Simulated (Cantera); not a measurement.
Adiabatic ignition

An adiabatic, constant-pressure homogeneous reactor starts with CH₄ : H₂ : O₂ : N₂ = 1 : 0.045 : 0.963 : 3.62 (molar parts), equivalence ratio 2.1, at 1573 K and 0.680 bar.

Computed with Cantera and GRI-Mech 3.0 (53 species, 325 reactions).

```csv
t (s),T (K),x CH₄,x H₂,x O₂,x HCO,x O,x H,x NO₂
2.00e-6,1573,0.178,0.00800,0.171,<1e-12,1.09e-8,5.62e-8,<1e-12
7.02e-6,1573,0.178,0.00800,0.171,1.50e-12,1.43e-8,6.53e-8,<1e-12
2.46e-5,1573,0.178,0.00800,0.171,2.78e-11,2.85e-8,1.04e-7,<1e-12
8.65e-5,1573,0.178,0.00801,0.171,9.90e-10,1.09e-7,3.35e-7,<1e-12
0.000304,1575,0.176,0.00822,0.170,7.44e-8,6.37e-7,2.19e-6,<1e-12
0.00107,2547,0.000387,0.173,8.99e-6,1.05e-6,3.09e-5,0.00736,1.29e-9
0.00374,2504,9.72e-12,0.176,2.42e-5,1.66e-7,8.61e-5,0.0128,2.82e-9
0.0131,2503,8.94e-12,0.176,2.54e-5,1.68e-7,9.04e-5,0.0131,2.04e-9
0.0461,2503,8.87e-12,0.176,2.55e-5,1.68e-7,9.06e-5,0.0131,1.71e-9
0.162,2503,8.87e-12,0.176,2.55e-5,1.68e-7,9.06e-5,0.0131,1.70e-9
0.568,2503,8.87e-12,0.176,2.55e-5,1.68e-7,9.06e-5,0.0131,1.70e-9
1.99,2503,8.87e-12,0.176,2.55e-5,1.68e-7,9.06e-5,0.0131,1.70e-9
7.00,2503,8.87e-12,0.176,2.55e-5,1.68e-7,9.06e-5,0.0131,1.70e-9
```
x: mole fraction; the columns are a selection and need not sum to one.

The time of steepest temperature rise is 0.888 ms. The temperature at 7.00 s is 2503 K, the equilibrium temperature is 2503 K and the x(CH₄) at 7.00 s is 8.87e-12 (gas-phase equilibrium 9.95e-12). The x(H₂) at 7.00 s is 0.176 (gas-phase equilibrium 0.176) and the x(O₂) at 7.00 s comes out as 2.55e-5 (gas-phase equilibrium 2.55e-5).
